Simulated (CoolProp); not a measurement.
20 sccm (0 °C, 1 atm) of nitrogen bubbles through liquid R113 at 284.9 K and leaves saturated at a total pressure of 0.15 MPa (ideal gas phase). Each further row changes one setting.

The numbers come from the reference Helmholtz-energy equation of state, Marx 1992 in CoolProp.

```json
[
 {"case": "as stated", "vapour pressure (kPa)": "25.9", "mole fraction of vapour": "0.172", "delivery (mg/min)": "34.8", "delivery (sccm)": "4.17", "change of delivery for a bath 1 K warmer (%)": "5.4"},
 {"case": "bath temperature 289.9 K", "vapour pressure (kPa)": "32.0", "mole fraction of vapour": "0.214", "delivery (mg/min)": "45.4", "delivery (sccm)": "5.43", "change of delivery for a bath 1 K warmer (%)": "5.5"},
 {"case": "total pressure 0.3 MPa", "vapour pressure (kPa)": "25.9", "mole fraction of vapour": "0.0862", "delivery (mg/min)": "15.8", "delivery (sccm)": "1.89", "change of delivery for a bath 1 K warmer (%)": "4.9"}
]
```
